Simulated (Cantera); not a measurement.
An adiabatic, constant-pressure homogeneous reactor starts with CH₄ : O₂ : N₂ = 1 : 2.5 : 9.4 (molar parts), at 1575 K and 5.00 bar. Integrator tolerance rtol = 1e-08.

Model: GRI-Mech 3.0 (53 species, 325 reactions), integrated in Cantera.

| quantity | before | after |
|---|---|---|
| time of steepest temperature rise | 0.154 ms | 0.212 ms |
| temperature at 0.400 s | 2786 K | 2718 K |
| equilibrium temperature | 2786 K | 2718 K |
| x(CH₄) at 0.400 s | <1e-12 (gas-phase equilibrium <1e-12) | 4.53e-11 (gas-phase equilibrium 5.12e-11) |
| x(O₂) at 0.400 s | 0.0377 (gas-phase equilibrium 0.0377) | 7.88e-5 (gas-phase equilibrium 7.88e-5) |
| x(CO) at 0.400 s | 0.0189 (gas-phase equilibrium 0.0189) | 0.115 (gas-phase equilibrium 0.115) |
| x(NO₂) at 0.400 s | 9.36e-6 (gas-phase equilibrium 9.36e-6) | 1.71e-8 (gas-phase equilibrium 1.71e-8) |
| x(C₂H₄) at 0.400 s | <1e-12 (gas-phase equilibrium <1e-12) | <1e-12 (gas-phase equilibrium <1e-12) |

**Question.** Which change was made?
A) pressure from 5.00 bar to 17.0 bar
B) N2 9.4 to 22 parts
C) CH4 1 to 2.2 parts
D) pressure from 5.00 bar to 0.260 bar

**Answer.** C, CH4 1 to 2.2 parts
